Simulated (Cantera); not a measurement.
A perfectly stirred reactor is fed with CH4 : N2 = 1 : 11 (molar parts), at 0.390 Torr; it is held at 1850 K, and followed from long to short residence time.

Cantera simulation using GRI-Mech 3.0 (53 species, 325 reactions); the numbers are that mechanism's predictions, not measurements. GRI-Mech 3.0 stops at C3 and has no aromatics, soot or wall deposition, so with more carbon than oxygen in the feed, carbon stays in small species such as C2H2 where larger ones or solid carbon would form. Radical loss at walls, strong at low pressure, is not modelled.

Problem. What does this change do: N2 11 to 15 parts?

Solution. 
```json
[
 {"quantity": "x(CH4) at τ = 0.910 s", "before": "0.0519", "after": "0.0410"},
 {"quantity": "x(CH3) at τ = 0.910 s", "before": "0.00228", "after": "0.00187"},
 {"quantity": "x(C2H4) at τ = 0.910 s", "before": "0.00176", "after": "0.00134"},
 {"quantity": "x(H) at τ = 0.910 s", "before": "0.000113", "after": "8.42e-5"},
 {"quantity": "x(HCN) at τ = 0.910 s", "before": "8.76e-7", "after": "7.66e-7"},
 {"quantity": "x(CH4) at τ = 28.0 ms", "before": "0.0831", "after": "0.0623"},
 {"quantity": "x(CH3) at τ = 28.0 ms", "before": "0.000239", "after": "0.000173"},
 {"quantity": "x(C2H4) at τ = 28.0 ms", "before": "3.88e-6", "after": "2.03e-6"},
 {"quantity": "x(H) at τ = 28.0 ms", "before": "2.40e-6", "after": "2.25e-6"},
 {"quantity": "x(HCN) at τ = 28.0 ms", "before": "2.01e-11", "after": "1.83e-11"}
]
```
